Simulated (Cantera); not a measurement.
## Iron carbonyl, mercury and lead vapours: Fe(CO)5 + N2

Input: 1 mol Fe(CO)5, 3.4 mol N2, equilibrated at 6.70 mbar.

Equilibrium computed with Cantera from the NASA thermochemical tables; the gas is ideal and each condensed phase is pure. Candidate condensed phases: C, Fe, Fe(CO)5, FeO, Fe2O3, Fe3O4; 27 gas species. Condensed phases not in the tables: cementite and carbon dissolved in iron. Kinetics and transport are ignored.

```
T (K)   x CO   x N2     x CO2      x Fe  n C(graphite)  n Fe(α)  n Fe(γ)
-----  -----  -----  --------  --------  -------------  -------  -------
800    0.426  0.453     0.120    <1e-12          0.902     1.00        0
875    0.563  0.414    0.0228    <1e-12          0.188     1.00        0
950    0.590  0.406   0.00390    <1e-12         0.0326     1.00        0
1025   0.594  0.405  0.000813  7.35e-12        0.00683     1.00        0
1100   0.595  0.405  0.000209  1.88e-10        0.00176     1.00        0
1175   0.595  0.405   6.43e-5   3.14e-9       0.000540     1.00        0
1250   0.595  0.405   2.28e-5   3.70e-8              0        0     1.00
1325   0.595  0.405   9.17e-6   3.28e-7              0        0    1.000
1400   0.595  0.405   4.07e-6   2.29e-6              0        0    1.000
1475   0.595  0.405   1.97e-6   1.30e-5              0        0    1.000
1550   0.595  0.405   1.03e-6   6.26e-5              0        0    0.999
```
x: gas mole fraction; n: condensed amount in mol.

From 800 K to 1175 K the condensed part is C(graphite) + Fe(α). From 1250 K to 1550 K the condensed part is Fe(γ).
